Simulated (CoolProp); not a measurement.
Oxygen at 471.58 K and 3.16 MPa flows at 8.2 m/s in a round tube of 50 mm bore and 1.5 µm roughness, fully developed (64/Re and Nu = 3.66 if laminar; Colebrook and Gnielinski if turbulent). Each further row changes one setting.

The numbers come from the reference Helmholtz-energy equation of state, Schmidt 1985 in CoolProp.

| case | Reynolds number | Darcy friction factor | pressure drop (Pa/m) | heat-transfer coefficient (W/(m² K)) | mass flow (kg/h) |
|---|---|---|---|---|---|
| as stated | 354000 | 0.0144 | ___ | 411 | 1490 |
| velocity 16.4 m/s | 708000 | ___ | ___ | 734 | 2970 |
| diameter 100 mm | 708000 | 0.0126 | 109 | 359 | 5950 |

### Question
What belongs in the gaps?

### Answer

- as stated, pressure drop (Pa/m): 248
- velocity 16.4 m/s, Darcy friction factor: 0.0129
- velocity 16.4 m/s, pressure drop (Pa/m): 889

Above 300 K oxygen's equation is extrapolated.

Viscosity comes from a separate model (Lemmon 2004). Thermal conductivity comes from a separate model (Lemmon 2004).
